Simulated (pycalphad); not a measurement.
Source of the numbers: pycalphad with the COST 507 light-alloy database (1999); pressure 1 atm. No gas phase is included, though pure Si would boil below 3300 K. The data set is of 1999 and partly superseded. Diffusion is slow at the low end, where real alloys seldom reach equilibrium.

Problem. How does the equilibrium phase assembly of Si-11.25C (at.%) change on cooling from 3300 K to 500 K?

Solution. 
```
T (K)   phases above        phases below
------  ------------  ------------------
2994.1        liquid        CSI + liquid
1687.0  CSI + liquid  CSI + diamond (Si)
```
Changes were sought between steps of 50 K, so a narrower field can be missed.

Database names, with the compositions (at.%) that they take in these runs: CSI: Si 50 C 50.
